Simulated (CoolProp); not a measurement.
Ethylbenzene along the isobar 0.101 MPa: fugacity coefficient from the reference equation and from simpler models built on Tc = 617.1 K, pc = 3.622 MPa, ω = 0.304; each cubic takes its own stable root.

Model: reference Helmholtz-energy equation of state, Zhou 2012, in CoolProp.

```csv
T (K),phase,reference,Redlich-Kwong,Soave-Redlich-Kwong,Peng-Robinson
218.1,liquid,1.639e-5,0.0001378,1.737e-5,2.331e-5
250.9,liquid,0.0004582,0.002759,0.0004584,0.0005541
283.7,liquid,0.005286,0.02343,0.005180,0.005838
316.5,liquid,0.03372,0.1142,0.03298,0.03543
349.3,liquid,0.1421,0.3818,0.1400,0.1455
382.1,liquid,0.4438,0.9645,0.4418,0.4491
414.9,gas,0.9599,0.9715,0.9676,0.9662
447.6,gas,0.9697,0.9768,0.9739,0.9726
480.4,gas,0.9765,0.9808,0.9789,0.9776
513.2,gas,0.9814,0.9840,0.9827,0.9815
546,gas,0.9850,0.9866,0.9858,0.9846
```

At some of these states Redlich-Kwong gives the other phase, because its saturation line lies elsewhere.
